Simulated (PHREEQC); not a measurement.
Make-up at 47 °C: 0.031 mol/kgw CuSO4, 0.032 mol/kgw H2SO4 and 0.0011 mol/kgw FeCl3. It is in equilibrium with CO2 at log p = -3.5 (atm). Otherwise closed; pH follows from the charge balance.

All values are PHREEQC results (ion-association model, phreeqc.dat), not measurements.

```tsv
quantity	before	after
pH	1.60	1.65
HSO4- (mol/kgw)	0.0332	0.0363
Cu+2 (mol/kgw)	0.0201	0.0289
SO4-2 (mol/kgw)	0.0179	0.0236
CuSO4 (mol/kgw)	0.0108	0.0174
SI of Goethite (FeOOH)	+1.29	+1.35
SI of Hematite (Fe2O3)	+4.68	+4.80
```

### Question
What was changed between the two runs?
(A) diluted 5-fold with water
(B) 0.0076 mol/kgw Al2(SO4)3 added
(C) FeCl3 from 0.0011 to 0.00011 mol/kgw
(D) CuSO4 from 0.031 to 0.0465 mol/kgw
(E) FeCl3 from 0.0011 to 0.0022 mol/kgw

### Answer
D, CuSO4 from 0.031 to 0.0465 mol/kgw

This is a speciation only: nothing precipitates in the calculation. Some of these states are supersaturated (in Hematite (slow to form), Goethite (slow to form), for instance). Constants without temperature data keep their 25 °C values here.
